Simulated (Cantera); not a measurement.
An isothermal, constant-pressure homogeneous reactor starts with 41.7 % CH₄, 25.0 % H₂O, 33.3 % H₂, at 1425 K and 9.87 atm.

Model: GRI-Mech 3.0 (53 species, 325 reactions), integrated in Cantera. GRI-Mech 3.0 stops at C3 and has no aromatics, soot or wall deposition, so with more carbon than oxygen in the feed, carbon stays in small species such as C2H2 where larger ones or solid carbon would form.

x: mole fraction; the columns are a selection and need not sum to one.

| t (s) | x CH₄ | x H₂O | x H₂ | x HCO | x CO |
|---|---|---|---|---|---|
| 1.00e-5 | 0.417 | 0.250 | 0.333 | <1e-12 | <1e-12 |
| 8.60e-5 | 0.417 | 0.250 | 0.333 | <1e-12 | 7.16e-11 |
| 0.000740 | 0.416 | 0.250 | 0.333 | <1e-12 | 2.77e-8 |
| 0.00637 | 0.415 | 0.250 | 0.335 | 5.10e-12 | (withheld) |
| 0.0548 | 0.400 | 0.248 | 0.345 | 6.77e-12 | 3.11e-5 |
| 0.471 | 0.362 | 0.242 | 0.373 | 2.44e-11 | 0.000530 |
| 4.05 | 0.356 | 0.234 | 0.385 | 1.51e-10 | 0.00481 |
| 34.9 | (withheld) | (withheld) | (withheld) | 9.73e-10 | (withheld) |
| 300 | 0.220 | 0.0882 | 0.585 | 3.54e-9 | 0.0966 |

Question: Complete the blanks.

Answer: 
- 0.00637, x CO: 2.19e-6
- 34.9, x CH₄: 0.321
- 34.9, x H₂O: 0.187
- 34.9, x H₂: 0.444
- 34.9, x CO: 0.0303
